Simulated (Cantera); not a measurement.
Feed: 1 mol MgO, a varied amount of Cl2, 5 mol H2, held at 0.0133 bar.

Method: chemical equilibrium by Gibbs-energy minimisation in Cantera with the NASA 1993 tables (ideal gas, pure condensed phases). Candidate condensed phases: H2O, Mg, MgCl2, MgO, Mg(OH)2; 22 gas species. The numbers say what is thermodynamically allowed, not how fast it happens.

Problem. What condenses at these points (T in °C, n(Cl2) in mol): (1375, 2.9); (1175, 2.3); (925, 11); (1175, 8.7); (975, 8.7)?

Solution. 
```tsv
T (°C)	n(Cl2) in mol	condensed phases	Mg condensed (%)
1375	2.9	MgO	42.7
1175	2.3	MgO	74.9
925	11	MgO	14.1
1175	8.7	gas only	0.0
975	8.7	MgO	7.5
```
